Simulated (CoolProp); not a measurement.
Vapour-liquid equilibrium of R125 (1) + R245fa (2) at 207.2 K; x and y are mole fractions of (1).

Model: multi-fluid Helmholtz-energy mixture model, Lemmon 2005 and Akasaka 2015; pair parameters Bell 2016, in CoolProp.

```csv
x,bubble pressure (kPa),y at the bubble point,dew pressure at overall composition x (kPa),liquid density (mol/L)
0.05,3.224,0.767,0.8290,11.73
0.15,7.661,0.911,0.9249,11.88
0.25,11.68,0.948,1.046,12.04
0.35,15.42,0.965,1.203,12.19
0.45,18.99,0.975,1.416,12.34
0.55,22.47,0.982,1.721,12.50
0.65,25.93,0.988,2.192,12.65
0.75,29.41,0.992,3.019,12.79
0.85,32.96,0.995,4.843,12.93
0.95,36.63,0.999,12.09,13.07
```

No azeotrope shows between x = 0.05 and 0.95.

Pair parameters are fitted to limited data, so mixtures are less certain than the pure fluids.
